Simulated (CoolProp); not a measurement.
Vapour-liquid equilibrium of nitrogen (1) + carbon monoxide (2) at 0.446 MPa; x and y are mole fractions of (1).

Computed with CoolProp (multi-fluid Helmholtz-energy mixture model, Span 2000 and Lemmon 2006; pair parameters Gernert 2013).

Task: Give the bubble temperature and the first vapour's composition at x = 0.35, 0.5, 0.8. Is there an azeotrope?

Result: x = 0.35: 95.3 K, y = 0.436; x = 0.5: 94.5 K, y = 0.585; x = 0.8: 93.2 K, y = 0.842. No azeotrope shows between x = 0.05 and 0.95.

Pair parameters are fitted to limited data, so mixtures are less certain than the pure fluids.
